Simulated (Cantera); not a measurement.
Charge: 1 mol SiCl4, 0.95 mol Cl2, a varied amount of H2, held at 1425 K and 0.880 bar.

These are equilibrium values from Cantera (NASA tables, ideal gas, pure condensed phases), not measurements of a reactor. Candidate condensed phases: Si; 19 gas species. The tables' values for SiCl3 are old estimates; treat these amounts as uncertain. Equilibrium is a limit: real reactors are often held back by kinetics, nucleation or transport.

x: gas mole fraction; nothing condenses.

| n(H2) (mol) | x HCl | x SiCl4 | x H2 | x Cl2 | x Cl | x SiCl3 |
|---|---|---|---|---|---|---|
| 0.46 | 0.379 | 0.412 | 1.96e-8 | 0.194 | 0.0161 | 9.95e-6 |
| 0.58 | 0.455 | 0.393 | 3.96e-8 | 0.138 | 0.0136 | 1.12e-5 |
| 0.72 | 0.537 | 0.373 | 9.45e-8 | 0.0805 | 0.0104 | 1.40e-5 |
| 0.89 | 0.625 | 0.351 | 5.56e-7 | 0.0186 | 0.00499 | 2.74e-5 |
| 1.1 | 0.630 | (withheld) | (withheld) | (withheld) | (withheld) | 0.00685 |
| 1.4 | 0.582 | 0.279 | 0.122 | 7.36e-8 | 9.94e-6 | 0.0109 |
| 1.7 | 0.541 | (withheld) | (withheld) | (withheld) | (withheld) | 0.0130 |
| 2.1 | 0.495 | 0.217 | 0.261 | 2.49e-8 | 5.78e-6 | 0.0146 |

What belongs in the gaps?


- 1.1, x SiCl4: 0.317
- 1.1, x H2: 0.0433
- 1.1, x Cl2: 2.43e-7
- 1.1, x Cl: 1.80e-5
- 1.7, x SiCl4: 0.249
- 1.7, x H2: 0.188
- 1.7, x Cl2: 4.12e-8
- 1.7, x Cl: 7.44e-6
